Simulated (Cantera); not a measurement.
An adiabatic, constant-volume homogeneous reactor starts with CH4 : O2 : N2 : H2O = 1 : 2.82 : 10.6 : 0.61 (molar parts), equivalence ratio 0.71, at 1725 K and 3750 Torr. Integrator tolerance rtol = 1e-08.

Detailed kinetics in Cantera: GRI-Mech 3.0 (53 species, 325 reactions).

Q: What does this change do: O2 2.82 to 0.97 parts?

A: 
```
quantity                                                          before                                      after
---------------------------------  -------------------------------------  -----------------------------------------
time of steepest temperature rise                                43.7 µs                                   0.144 ms
temperature at 2.00 s                                             2915 K                                     2384 K
equilibrium temperature                                           2915 K                                     2384 K
x(CH4) at 2.00 s                   <1e-12 (gas-phase equilibrium <1e-12)  1.10e-10 (gas-phase equilibrium 1.24e-10)
x(O2) at 2.00 s                    0.0486 (gas-phase equilibrium 0.0486)    1.92e-6 (gas-phase equilibrium 1.92e-6)
x(H2O) at 2.00 s                     0.149 (gas-phase equilibrium 0.149)      0.0971 (gas-phase equilibrium 0.0971)
x(CO2) at 2.00 s                   0.0473 (gas-phase equilibrium 0.0473)      0.0114 (gas-phase equilibrium 0.0114)
x(CH2) at 2.00 s                   <1e-12 (gas-phase equilibrium <1e-12)  1.10e-12 (gas-phase equilibrium 1.23e-12)
```

Q: What does this change do: O2 2.82 to 3.7 parts?

A: 
```json
[
 {"quantity": "time of steepest temperature rise", "before": "43.7 µs", "after": "34.9 µs"},
 {"quantity": "temperature at 2.00 s", "before": "2915 K", "after": "2880 K"},
 {"quantity": "equilibrium temperature", "before": "2915 K", "after": "2880 K"},
 {"quantity": "x(CH4) at 2.00 s", "before": "<1e-12 (gas-phase equilibrium <1e-12)", "after": "<1e-12 (gas-phase equilibrium <1e-12)"},
 {"quantity": "x(O2) at 2.00 s", "before": "0.0486 (gas-phase equilibrium 0.0486)", "after": "0.0918 (gas-phase equilibrium 0.0918)"},
 {"quantity": "x(H2O) at 2.00 s", "before": "0.149 (gas-phase equilibrium 0.149)", "after": "0.143 (gas-phase equilibrium 0.143)"},
 {"quantity": "x(CO2) at 2.00 s", "before": "0.0473 (gas-phase equilibrium 0.0473)", "after": "0.0497 (gas-phase equilibrium 0.0497)"},
 {"quantity": "x(CH2) at 2.00 s", "before": "<1e-12 (gas-phase equilibrium <1e-12)", "after": "<1e-12 (gas-phase equilibrium <1e-12)"}
]
```

Q: What does this change do: initial temperature 1725 to 975 K?

A: 
| quantity | before | after |
|---|---|---|
| time of steepest temperature rise | 43.7 µs | 0.241 s |
| temperature at 2.00 s | 2915 K | 2557 K |
| equilibrium temperature | 2915 K | 2557 K |
| x(CH4) at 2.00 s | <1e-12 (gas-phase equilibrium <1e-12) | <1e-12 (gas-phase equilibrium <1e-12) |
| x(O2) at 2.00 s | 0.0486 (gas-phase equilibrium 0.0486) | 0.0487 (gas-phase equilibrium 0.0487) |
| x(H2O) at 2.00 s | 0.149 (gas-phase equilibrium 0.149) | 0.167 (gas-phase equilibrium 0.167) |
| x(CO2) at 2.00 s | 0.0473 (gas-phase equilibrium 0.0473) | 0.0623 (gas-phase equilibrium 0.0623) |
| x(CH2) at 2.00 s | <1e-12 (gas-phase equilibrium <1e-12) | <1e-12 (gas-phase equilibrium <1e-12) |
Below about 1000 K GRI-Mech 3.0 lacks low-temperature oxidation paths.
